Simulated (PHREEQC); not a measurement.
Solution (20 °C): 0.0023 mol H2SO4 and 0.0063 mol Al(NO3)3 per kg of water. Closed to the air; pH follows from the charge balance.

Equilibrium calculation in PHREEQC: ion-association model, phreeqc.dat.

No solid was allowed to form.

Q: Order these Al species by the share of Al that they hold, largest first: AlSO4+, Al+3, Al(SO4)2-.

A: Al+3 (76 %), AlSO4+ (24 %), Al(SO4)2- (0.24 %)

Q: Order these S species by the share of S that they hold, largest first: SO4-2, HSO4-, Al(SO4)2-, AlSO4+.

A: AlSO4+ (66 %), SO4-2 (27 %), HSO4- (5.6 %), Al(SO4)2- (1.3 %)

The pH is 2.41 and the ionic strength 0.0352 mol/kgw. Species that the database lacks are ignored.
